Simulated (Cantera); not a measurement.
**Reactions in the system N-O-V**

Source: NASA polynomial tables (part measured, part estimated), evaluated in Cantera. Values are per mole of reaction as written; species without (g) are pure solids or liquids, kept so even where they would boil at 1 bar. VN: taken at fixed stoichiometry.

3 V + 3 NO₂(g) ⇌ 2 O₃(g) + 3 VN

| T (K) | ΔH° (kJ) | ΔS° (J/K) | ΔG° (kJ) | log10 K |
|---|---|---|---|---|
| 775 | -460.6 | -199.1 | -306.3 | 20.64 |
| 875 | -458.2 | -196.2 | -286.6 | 17.11 |
| 975 | -455.9 | -193.7 | -267.1 | 14.31 |
| 1075 | -453.6 | -191.4 | -247.8 | 12.04 |
| 1175 | -451.4 | -189.5 | -228.8 | 10.17 |
| 1275 | -449.4 | -187.8 | -209.9 | 8.60 |
| 1375 | -447.3 | -186.3 | -191.2 | 7.26 |
| 1475 | -445.2 | -184.8 | -172.7 | 6.11 |

2 VN + 4 O(g) ⇌ V₂O₃ + N₂O(g)

```
T (K)  ΔH° (kJ)  ΔS° (J/K)  ΔG° (kJ)  log10 K
-----  --------  ---------  --------  -------
775     -1703.4     -409.5   -1386.0    93.41
875     -1703.5     -409.6   -1345.0    80.29
975     -1703.4     -409.5   -1304.1    69.86
1075    -1703.1     -409.3   -1263.1    61.37
1175    -1702.7     -408.9   -1222.2    54.33
1275    -1702.1     -408.5   -1181.3    48.40
1375    -1701.4     -407.9   -1140.5    43.33
1475    -1700.5     -407.3   -1099.8    38.95
```

NO₂(g) + VN ⇌ V + 2 NO(g)

```json
[
 {"T (K)": "775", "ΔH° (kJ)": "364.7", "ΔS° (J/K)": "172.6", "ΔG° (kJ)": "230.9", "log10 K": "-15.56"},
 {"T (K)": "875", "ΔH° (kJ)": "363.9", "ΔS° (J/K)": "171.7", "ΔG° (kJ)": "213.7", "log10 K": "-12.76"},
 {"T (K)": "975", "ΔH° (kJ)": "363.1", "ΔS° (J/K)": "170.8", "ΔG° (kJ)": "196.6", "log10 K": "-10.53"},
 {"T (K)": "1075", "ΔH° (kJ)": "362.2", "ΔS° (J/K)": "170.0", "ΔG° (kJ)": "179.5", "log10 K": "-8.72"},
 {"T (K)": "1175", "ΔH° (kJ)": "361.4", "ΔS° (J/K)": "169.2", "ΔG° (kJ)": "162.6", "log10 K": "-7.23"},
 {"T (K)": "1275", "ΔH° (kJ)": "360.5", "ΔS° (J/K)": "168.4", "ΔG° (kJ)": "145.7", "log10 K": "-5.97"},
 {"T (K)": "1375", "ΔH° (kJ)": "359.5", "ΔS° (J/K)": "167.8", "ΔG° (kJ)": "128.9", "log10 K": "-4.90"},
 {"T (K)": "1475", "ΔH° (kJ)": "358.6", "ΔS° (J/K)": "167.1", "ΔG° (kJ)": "112.1", "log10 K": "-3.97"}
]
```
